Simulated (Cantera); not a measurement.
A Cantera script and its output.

```python
import numpy as np
import cantera as ct

gas = ct.Solution("SiF4_NH3_mec.yaml", "gas")
gas.TPX = 2173, 12000, {'NH3': 1, 'N2': 18}
inlet = ct.Reservoir(gas, clone=True)

reactor = ct.IdealGasConstPressureReactor(gas, energy="off", clone=False)
exhaust = ct.Reservoir(gas, clone=True)
tau = [3.5, 1.8, 0.95, 0.49, 0.26, 0.13, 0.07, 0.037, 0.019, 0.01, 0.0052][0]
for a, b in ((inlet, reactor), (reactor, exhaust)):
    ct.MassFlowController(a, b, mdot=lambda t: reactor.mass / tau)
net = ct.ReactorNet([reactor])
show = ['NH3', 'N2H4', 'H2', 'N2H2', 'N2', 'H', 'N']

rows = []
print(f"{'tau/s':>10s}{'T/K':>9s}" + "".join(f"{s:>11s}" for s in show))
for tau in [3.5, 1.8, 0.95, 0.49, 0.26, 0.13, 0.07, 0.037, 0.019, 0.01, 0.0052]:
    net.initial_time = 0.0
    net.advance(30 * tau)
    before = gas.X
    net.advance(40 * tau)
    drift = np.max(np.abs(gas.X - before) / (gas.X + 1e-9))
    rows.append([gas.T, *gas[show].X, drift])
    print(f"{tau:10.3e}{gas.T:9.1f}" + "".join(f"{x:11.3e}" for x in gas[show].X))
```

Result:

```
     tau/s      T/K        NH3       N2H4         H2       N2H2         N2          H          N
 3.500e+00   2173.0  5.805e-04  5.429e-12  7.373e-02  5.074e-09  9.249e-01  7.833e-04  3.368e-06
 1.800e+00   2173.0  1.368e-03  1.659e-11  7.271e-02  1.164e-08  9.253e-01  5.730e-04  3.171e-06
 9.500e-01   2173.0  2.712e-03  4.238e-11  7.084e-02  2.405e-08  9.259e-01  4.504e-04  3.199e-06
 4.900e-01   2173.0  5.081e-03  1.031e-10  6.748e-02  4.847e-08  9.270e-01  3.578e-04  3.305e-06
 2.600e-01   2173.0  8.725e-03  2.259e-10  6.229e-02  9.018e-08  9.286e-01  2.855e-04  3.406e-06
 1.300e-01   2173.0  1.468e-02  4.911e-10  5.379e-02  1.657e-07  9.311e-01  2.171e-04  3.440e-06
 7.000e-02   2173.0  2.167e-02  9.021e-10  4.379e-02  2.629e-07  9.341e-01  1.634e-04  3.330e-06
 3.700e-02   2173.0  2.971e-02  1.538e-09  3.228e-02  3.838e-07  9.375e-01  1.163e-04  3.004e-06
 1.900e-02   2173.0  3.757e-02  2.444e-09  2.102e-02  5.091e-07  9.409e-01  7.732e-05  2.394e-06
 1.000e-02   2173.0  4.348e-02  3.513e-09  1.254e-02  5.997e-07  9.434e-01  4.983e-05  1.632e-06
 5.200e-03   2173.0  4.753e-02  4.615e-09  6.718e-03  6.310e-07  9.451e-01  3.022e-05  9.089e-07
```

Computed with Cantera and the gas-phase N/H chemistry of the illustrative SiF4/NH3 mechanism in the Surface Chemkin manual (1991). Walls and surfaces, which speed up NH3 decomposition in real reactors, are not modelled.
